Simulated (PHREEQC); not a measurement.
Solution (20 °C): 0.019 mol/kgw NH3 and 4.2e-05 mol/kgw K2SiO3. Closed to the air; pH follows from the charge balance.

All values are PHREEQC results (ion-association model, phreeqc.dat), not measurements.

```yaml
pH: 10.93
ionic_strength: 0.000642 mol/kgw
total_alkalinity: 19.1 meq/kg
```

```tsv
species	molality	activity	log γ
NH3	0.0184	0.0185	0.000
OH-	0.000603	0.000586	-0.012
NH4+	0.000558	0.000542	-0.013
K+	8.40e-5	8.16e-5	-0.012
H3SiO4-	3.83e-5	3.72e-5	-0.012
H4SiO4	3.53e-6	3.53e-6	0.000
H2SiO4-2	1.74e-7	1.55e-7	-0.049
```

Precipitation was switched off in this run. Complexes and solids missing from the database can't appear.
